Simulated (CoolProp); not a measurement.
Octamethyltrisiloxane (MDM) at several states: fugacity coefficient from the reference equation and from simpler models built on Tc = 565.4 K, pc = 1.438 MPa, ω = 0.528; each cubic takes its own stable root.

Values from CoolProp's reference Helmholtz-energy equation of state, Thol 2017.

| T (K) | p (MPa) | phase | reference |
|---|---|---|---|
| 512.6 | 0.0164 | gas | 0.9945 |
| 255.7 | 1.14 | liquid | 1.731e-5 |
| 306.4 | 2.02 | liquid | 0.0005241 |
| 470.2 | 0.158 | gas | 0.9262 |
| 368.6 | 1.24 | liquid | 0.01512 |

Q: How far does each simpler model (van der Waals, Redlich-Kwong, Soave-Redlich-Kwong, Peng-Robinson) lie from the reference over these 5 states: mean and median of the absolute difference, and the worst?

A: 
- van der Waals: mean 26956.0 %, median 1032.9 %, worst +124972.2 % at 255.7 K and 1.14 MPa
- Redlich-Kwong: mean 1113.7 %, median 290.7 %, worst +4240.8 % at 255.7 K and 1.14 MPa
- Soave-Redlich-Kwong: mean 7.0 %, median 1.1 %, worst +25.5 % at 255.7 K and 1.14 MPa
- Peng-Robinson: mean 14.5 %, median 2.4 %, worst +53.2 % at 255.7 K and 1.14 MPa
